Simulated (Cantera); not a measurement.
Charge: 1 mol Si, 3.5 mol SF₆, 0.98 mol N₂, equilibrated at 1450 °C and 19000 Pa.

Equilibrium computed with Cantera from the NASA thermochemical tables; the gas is ideal and each condensed phase is pure. Candidate condensed phases: S, Si, Si₃N₄; 29 gas species. The tables' values for SF₃, SF₅ are old estimates; treat these amounts as uncertain. Kinetics and transport are ignored.

Base state: SF₄ 0.381, F 0.330, SiF₄ 0.122, N₂ 0.120, SF₆ 0.0279, SF₃ 0.0148, SF₂ 0.00318, SF₅ 0.00112 (mole fractions); condensed: gas only.

**Question.** What changes in the equilibrium state with this change: 0.027 mol H₂ added?

**Answer.** 
```csv
species,before,after
SF₄,0.381,0.380
F,0.330,0.325
SiF₄,0.122,0.122
HF,0,0.00658
SF₆,0.0279,0.0270
SF₃,0.0148,0.0151
N₂,0.120,0.119
F₂,0.000489,0.000474
SF₂,0.00318,0.00328
SF₅,0.00112,0.00110
```
